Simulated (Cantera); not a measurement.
Pyrogenic steam for wet oxidation

An isothermal, constant-pressure homogeneous reactor starts with 35.4 % H2, 20.8 % O2, 43.7 % N2, at 1098 K and 0.691 atm.

Detailed kinetics in Cantera: the H2/O2 subset of GRI-Mech 3.0, which has no nitrogen chemistry. The temperature is held fixed by assumption; the heat of reaction is taken as removed at once.

```
t (s)         x H2    x O2    x H2O2     x H2O     x HO2       x H
--------  --------  ------  --------  --------  --------  --------
3.00e-6      0.354   0.208  1.18e-12  4.09e-10   1.42e-9   1.43e-9
1.07e-5      0.354   0.208  1.86e-11   1.14e-8   7.30e-9   1.18e-8
3.82e-5      0.354   0.208   2.56e-9   3.57e-6   8.11e-7   2.46e-6
0.000136    0.0434  0.0594   1.54e-5     0.368  0.000104   0.00954
0.000486   0.00710  0.0413   8.33e-6     0.422   6.04e-5   8.87e-5
0.00173    0.00431  0.0400   1.35e-5     0.425   4.36e-5   5.29e-6
0.00618    0.00279  0.0393   9.31e-6     0.427   3.31e-5   2.16e-6
0.0220     0.00112  0.0385   3.12e-6     0.429   1.83e-5   5.04e-7
0.0786    0.000266  0.0381   3.61e-7     0.430   5.93e-6   5.24e-8
0.280      3.69e-5  0.0380   1.66e-8     0.430   1.06e-6   3.48e-9
1.00       7.96e-7  0.0380  3.52e-10     0.430   2.94e-8  6.30e-11
```
x: mole fraction; the columns are a selection and need not sum to one.

Equilibrium at this temperature and pressure: H2 3.33e-9, O2 0.0380, H2O2 6.21e-10, H2O 0.430, HO2 2.04e-9, H 1.72e-12 (gas phase only).
